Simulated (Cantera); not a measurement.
Feed: 1 mol Si2Cl6, 5 mol NH3, at 973 K and 82.5 Torr.

These are equilibrium values from Cantera (NASA tables, ideal gas, pure condensed phases), not measurements of a reactor. Candidate condensed phases: NH4Cl, Si, Si3N4; 28 gas species. The feed counts by its element totals alone. The tables' values for SiCl3 are old estimates; treat these amounts as uncertain. The numbers say what is thermodynamically allowed, not how fast it happens.

Base state: H2 0.476, HCl 0.351, N2 0.130, SiCl4 0.0423, SiHCl3 0.000322, SiCl3 1.71e-5 (mole fractions); condensed: Si3N4(s).

Problem. What changes in the equilibrium state with this change: NH3 from 5 to 0.65 mol?

Solution. 
```csv
species,before,after
SiCl4,0.0423,0.567
H2,0.476,0.360
SiHCl3,0.000322,0.0430
HCl,0.351,0.0267
N2,0.130,1.18e-9
SiCl2,1.99e-7,0.000349
SiH2Cl2,2.56e-7,0.000340
"Si3N4(s), mol",0.503,0.163
```
